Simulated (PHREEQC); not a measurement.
A solution holds 0.0099 mol HNO3 and 0.014 mol FeCl3 per kg of water, at 25 °C. Closed to the air; pH follows from the charge balance.

Model: ion-association model, phreeqc.dat, run in PHREEQC.

No solid was allowed to form.

**Question.** Predict the pH.

**Answer.** pH 1.95.

**Question.** In which forms is Cl present?

**Answer.** Cl- 91 %, FeCl+2 7.5 %, FeCl2+ 1.0 % of the Cl.

Saturation is exceeded, for instance for Hematite (slow to form), Goethite (slow to form); the values hold only as long as no solid forms. Complexes and solids missing from the database can't appear.
